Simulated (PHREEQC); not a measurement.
**Acid mine or pickling water (model solution)**

Model water analysis in mg/kgw, 25 °C, pH 2.57, pe 11.9: Na 254; K 34; Ca 484; Mg 3.25; Cl 107; S(6) as SO4 1800; Zn 8.51.

Valence states are taken as typed.

Equilibrium calculation in PHREEQC: ion-association model, phreeqc.dat.

Precipitation was switched off in this run.

Question: What ionic strength, specific conductance, density does the model give?

Answer: ionic strength 0.0517 mol/kgw; specific conductance 4030 µS/cm; density 1.000 g/cm³.

Question: In which forms is Na present?

Answer: Na+ 97 %, NaSO4- 2.8 % of the Na.
